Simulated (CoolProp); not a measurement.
Acetone along the isobar 9.01 MPa: Z from the reference equation and from simpler models built on Tc = 508.1 K, pc = 4.692 MPa, ω = 0.307; each cubic takes its own stable root.

Computed with CoolProp (reference Helmholtz-energy equation of state, Lemmon 2006). It is a short technical equation, of lower accuracy than the large ones.

| T (K) | phase | reference | van der Waals | Redlich-Kwong | Soave-Redlich-Kwong | Peng-Robinson |
|---|---|---|---|---|---|---|
| 210.3 | liquid | 0.3386 | 0.6655 | 0.4511 | 0.4439 | 0.3961 |
| 216.5 | liquid | 0.3313 | 0.6497 | 0.4406 | 0.4332 | 0.3865 |
| 222.7 | liquid | 0.3244 | 0.6348 | 0.4309 | 0.4232 | 0.3774 |
| 228.8 | liquid | 0.3181 | 0.6211 | 0.4219 | 0.4139 | 0.3691 |
| 235 | liquid | 0.3120 | 0.6078 | 0.4133 | 0.4051 | 0.3611 |
| 241.2 | liquid | 0.3062 | 0.5954 | 0.4052 | 0.3968 | 0.3536 |
| 247.4 | liquid | 0.3008 | 0.5836 | 0.3976 | 0.3889 | 0.3465 |
| 253.5 | liquid | 0.2957 | 0.5726 | 0.3905 | 0.3817 | 0.3399 |
| 259.7 | liquid | 0.2909 | 0.5620 | 0.3838 | 0.3747 | 0.3336 |
| 265.9 | liquid | 0.2863 | 0.5520 | 0.3775 | 0.3682 | 0.3277 |
